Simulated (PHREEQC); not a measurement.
A solution holds 33 mmol/kgw HF, 7 mmol/kgw KF and 0.28 mmol/kgw H4SiO4, at 25 °C. It is in equilibrium with CO2 at log p = -3.4 (atm). Otherwise closed; pH follows from the charge balance.

All values are PHREEQC results (ion-association model, wateq4f.dat), not measurements.

No solid was allowed to form.

Task: Predict the pH.

Result: pH 2.64.

Task: In which forms is F present?

Result: HF 63 %, F- 20 %, H2F2 8.3 %, SiF6-2 4.2 %, HF2- 4.0 % of the F.

Complexes and solids missing from the database can't appear. wateq4f.dat counts part of the HF as a dimer, H2F2, which phreeqc.dat doesn't know; its constant is uncertain. SiF6-2 is the database's only silicon fluoride.
